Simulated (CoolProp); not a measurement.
Vapour-liquid equilibrium of ethane (1) + propylene (2) at 223.5 K; x and y are mole fractions of (1).

Model: multi-fluid Helmholtz-energy mixture model, Bücker 2006 and Lemmon 2013; pair parameters Bell 2016, in CoolProp.

```json
[
 {"x": "0.05", "bubble pressure (bar)": "[?]", "y at the bubble point": "0.244", "dew pressure at overall composition x (bar)": "0.9650", "liquid density (mol/L)": "14.65"},
 {"x": "0.15", "bubble pressure (bar)": "1.653", "y at the bubble point": "0.511", "dew pressure at overall composition x (bar)": "1.062", "liquid density (mol/L)": "14.83"},
 {"x": "0.25", "bubble pressure (bar)": "2.118", "y at the bubble point": "0.655", "dew pressure at overall composition x (bar)": "1.179", "liquid density (mol/L)": "15.01"},
 {"x": "0.35", "bubble pressure (bar)": "[?]", "y at the bubble point": "0.748", "dew pressure at overall composition x (bar)": "1.326", "liquid density (mol/L)": "15.19"},
 {"x": "0.45", "bubble pressure (bar)": "3.024", "y at the bubble point": "0.814", "dew pressure at overall composition x (bar)": "1.512", "liquid density (mol/L)": "[?]"},
 {"x": "0.55", "bubble pressure (bar)": "3.473", "y at the bubble point": "0.863", "dew pressure at overall composition x (bar)": "1.758", "liquid density (mol/L)": "15.56"},
 {"x": "0.65", "bubble pressure (bar)": "3.926", "y at the bubble point": "0.903", "dew pressure at overall composition x (bar)": "2.096", "liquid density (mol/L)": "15.74"},
 {"x": "0.75", "bubble pressure (bar)": "4.386", "y at the bubble point": "0.936", "dew pressure at overall composition x (bar)": "2.585", "liquid density (mol/L)": "15.92"},
 {"x": "0.85", "bubble pressure (bar)": "4.856", "y at the bubble point": "0.964", "dew pressure at overall composition x (bar)": "3.342", "liquid density (mol/L)": "16.09"},
 {"x": "0.95", "bubble pressure (bar)": "5.340", "y at the bubble point": "0.989", "dew pressure at overall composition x (bar)": "4.613", "liquid density (mol/L)": "16.25"}
]
```

### Question
Fill in the missing entries.

### Answer

- 0.05, bubble pressure (bar): 1.172
- 0.35, bubble pressure (bar): 2.573
- 0.45, liquid density (mol/L): 15.38

No azeotrope shows between x = 0.05 and 0.95.

Pair parameters are fitted to limited data, so mixtures are less certain than the pure fluids. The gap from Raoult's law changes sign with composition, which may be real or a fault of the pair parameters; it wasn't checked against measurements.
